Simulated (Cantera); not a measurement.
**Adiabatic ignition**

An adiabatic, constant-volume homogeneous reactor starts with H₂ : O₂ : N₂ = 1 : 0.769 : 2.89 (molar parts), at 1123 K and 3750 Torr.

Model: GRI-Mech 3.0 (53 species, 325 reactions), integrated in Cantera. The hydrogen kinetics of GRI-Mech 3.0 are dated; newer H2 mechanisms differ, most at raised pressure.

```json
[
 {"t (s)": "9.00e-6", "T (K)": "1123", "P (bar)": "5.00", "x H₂": "0.215", "x O₂": "0.165", "x OH": "9.66e-10", "x H": "1.03e-8", "x NO": "<1e-12", "x H₂O₂": "1.49e-9"},
 {"t (s)": "2.74e-5", "T (K)": "1123", "P (bar)": "5.00", "x H₂": "0.215", "x O₂": "0.165", "x OH": "2.38e-9", "x H": "2.51e-8", "x NO": "<1e-12", "x H₂O₂": "2.75e-8"},
 {"t (s)": "8.32e-5", "T (K)": "1123", "P (bar)": "5.00", "x H₂": "0.215", "x O₂": "0.165", "x OH": "2.20e-8", "x H": "2.22e-7", "x NO": "<1e-12", "x H₂O₂": "8.55e-7"},
 {"t (s)": "0.000253", "T (K)": "2798", "P (bar)": "11.2", "x H₂": "0.00594", "x O₂": "0.0586", "x OH": "0.0197", "x H": "0.00188", "x NO": "0.00384", "x H₂O₂": "2.25e-6"},
 {"t (s)": "0.000769", "T (K)": "2781", "P (bar)": "11.2", "x H₂": "0.00582", "x O₂": "0.0539", "x OH": "0.0185", "x H": "0.00176", "x NO": "0.0141", "x H₂O₂": "2.09e-6"},
 {"t (s)": "0.00234", "T (K)": "2776", "P (bar)": "11.2", "x H₂": "0.00580", "x O₂": "0.0527", "x OH": "0.0182", "x H": "0.00173", "x NO": "0.0166", "x H₂O₂": "2.05e-6"},
 {"t (s)": "0.00711", "T (K)": "2776", "P (bar)": "11.2", "x H₂": "0.00579", "x O₂": "0.0527", "x OH": "0.0182", "x H": "0.00173", "x NO": "0.0166", "x H₂O₂": "2.05e-6"},
 {"t (s)": "0.0216", "T (K)": "2776", "P (bar)": "11.2", "x H₂": "0.00579", "x O₂": "0.0527", "x OH": "0.0182", "x H": "0.00173", "x NO": "0.0166", "x H₂O₂": "2.05e-6"},
 {"t (s)": "0.0658", "T (K)": "2776", "P (bar)": "11.2", "x H₂": "0.00579", "x O₂": "0.0527", "x OH": "0.0182", "x H": "0.00173", "x NO": "0.0166", "x H₂O₂": "2.05e-6"},
 {"t (s)": "0.200", "T (K)": "2776", "P (bar)": "11.2", "x H₂": "0.00579", "x O₂": "0.0527", "x OH": "0.0182", "x H": "0.00173", "x NO": "0.0166", "x H₂O₂": "2.05e-6"}
]
```
x: mole fraction; the columns are a selection and need not sum to one.

```yaml
time_of_steepest_temperature_rise: 0.163 ms
temperature at 0.200 s: 2776 K
equilibrium_temperature: 2776 K
x(H₂) at 0.200 s: 0.00579 (gas-phase equilibrium 0.00579)
x(O₂) at 0.200 s: 0.0527 (gas-phase equilibrium 0.0527)
x(OH) at 0.200 s: 0.0182 (gas-phase equilibrium 0.0182)
```
